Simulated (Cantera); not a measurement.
Charge: 1 mol acetone, 14 mol H2, 4.5 mol N2, at 9600 Pa.

Method: chemical equilibrium by Gibbs-energy minimisation in Cantera with the NASA 1993 tables (ideal gas, pure condensed phases). Candidate condensed phases: C, C6H6, C7H8, C8H18, H2O; 136 gas species. The feed counts by its element totals alone. Kinetics and transport are ignored.

Task: At 1750 °C, list the 6 most abundant gas species with their mole fractions, and the condensed phases.

Result: H2 0.747, N2 0.196, CO 0.0443, HCN 0.00617, H 0.00530, C2H2 (acetylene) 0.000667. Condensed: C(graphite).
